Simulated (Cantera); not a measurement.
**Equilibrium for calcination and drying: Mg(OH)2 + C + O2**

A closed system holds: 1 mol Mg(OH)2, 0.044 mol C, 0.045 mol O2, at 1502 °C.

Cantera equilibrium calculation (NASA polynomials, part measured and part estimated; ideal gas, pure solids and liquids). Candidate condensed phases: C, C6H6, C7H8, C8H18, H2O, Mg, MgCO3, MgO, Mg(OH)2; 116 gas species. The numbers say what is thermodynamically allowed, not how fast it happens.

```tsv
P (Pa)	x H2O	x CO2	x H2	x O2	x OH	x H	x CO	n MgO(s)
10	0.897	0.0366	0.0298	0.0164	0.00937	0.00499	0.00452	1.000
36	0.919	0.0384	0.0196	0.0110	0.00623	0.00214	0.00305	1.000
130	0.933	0.0397	0.0128	0.00743	0.00413	0.000907	0.00202	1.000
460	0.942	0.0405	0.00826	0.00510	0.00275	0.000388	0.00132	1.000
1700	0.947	0.0411	0.00520	0.00354	0.00182	0.000160	0.000839	1.000
6000	0.951	0.0415	0.00327	0.00255	0.00122	6.75e-5	0.000530	1.000
22000	0.953	0.0417	0.00198	0.00190	0.000823	2.75e-5	0.000323	1.000
77000	0.955	0.0419	0.00119	0.00151	0.000568	1.14e-5	0.000194	1.000
280000	0.956	0.0420	0.000685	0.00126	0.000393	4.53e-6	0.000112	1.000
1000000	0.956	0.0420	0.000386	0.00111	0.000277	1.80e-6	6.31e-5	1.000
```
x: gas mole fraction; n: condensed amount in mol.

From 10.0 Pa to 1000000 Pa the condensed part is MgO(s). The main Mg-bearing gas is Mg at 10.0 Pa and Mg(OH)2 at 1000000 Pa.
